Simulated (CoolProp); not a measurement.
The numbers come from the reference Helmholtz-energy equation of state, Lemmon 2006 in CoolProp. It is a short technical equation, of lower accuracy than the large ones.

Question: For C2F6 (R116), give the phase and the cp (kJ/(kg K)), speed of sound (m/s), expansivity (1/kK) at 304.1 K and 203 bar.

Answer: 
- 304.1 K and 203 bar: supercritical; cp 1.08, speed of sound 371, expansivity 3.16
